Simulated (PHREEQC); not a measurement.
0.41 g of hydrous ferric oxide (600 m²/g; 0.2 weak and 0.005 strong sites per Fe, Dzombak-Morel constants, diffuse double layer) in 1 kg of water with 0.3 mol/kgw of an inert sodium salt, at 25 °C; the pH is set by adding NaOH or the inert anion's acid. Oxygen is held at 0.21 atm. No CO2 enters from the air. Precipitation was switched off in this run.

Computed with PHREEQC (ion-association model, wateq4f.dat).

Problem. Predict surface charge σ (C/m²), surface potential ψ (mV) at pH = 3.67, 4.33, 8.33, 10.33, 11.

Solution. 
```
pH     surface charge σ (C/m²)  surface potential ψ (mV)
-----  -----------------------  ------------------------
3.67                     0.359                       124
4.33                     0.331                       120
8.33                    -0.012                        -9
10.33                   -0.166                       -86
11                      -0.244                      -105
```

Complexes and solids missing from the database can't appear. The oxide is taken as insoluble; below pH 4 it would dissolve.
